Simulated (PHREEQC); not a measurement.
Dissolve 0.05 mol/kgw HF at 25 °C. Closed to the air; pH follows from the charge balance.

All values are PHREEQC results (ion-association model, wateq4f.dat), not measurements.

```
quantity                    before    after
------------------------  --------  -------
pH                            2.27     7.89
ionic strength (mol/kgw)   0.00570   0.0500
HF (mol/kgw)                0.0366  7.81e-7
F- (mol/kgw)               0.00500   0.0500
HF2- (mol/kgw)            0.000703  1.52e-7
```

Problem. Name the change that produced these shifts.
A. HF replaced by (CH3)4NF at the same molality
B. 0.058 mol/kgw H3PO4 added
C. 0.00093 mol/kgw TMAH added
D. HF from 0.05 to 0.5 mol/kgw
E. HF from 0.05 to 0.045 mol/kgw

Solution. A, HF replaced by (CH3)4NF at the same molality

Precipitation was switched off in this run. (CH3)4N+ isn't in the database: it is added as a free cation with an ion size of 4 Å.
